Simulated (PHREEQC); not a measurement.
A solution holds 0.0027 mol NH4Cl, 0.00016 mol NH3 and 0.017 mol NaCl per kg of water, at 35 °C. Closed to the air; pH follows from the charge balance.

The numbers come from PHREEQC with the ion-association model, phreeqc.dat.

```
quantity                    before     after
------------------------  --------  --------
pH                            7.78      8.46
ionic strength (mol/kgw)    0.0197    0.0175
NH3 (mol/kgw)             0.000159  0.000153
```

Name the change that produced these shifts.
A) NH3 from 0.00016 to 0.000144 mol/kgw
B) NH4Cl from 0.0027 to 0.00054 mol/kgw
C) temperature from 35 to 60 °C
D) NH3 from 0.00016 to 0.000176 mol/kgw
E) 0.0057 mol/kgw H3PO4 added

B, NH4Cl from 0.0027 to 0.00054 mol/kgw

Precipitation was switched off in this run.
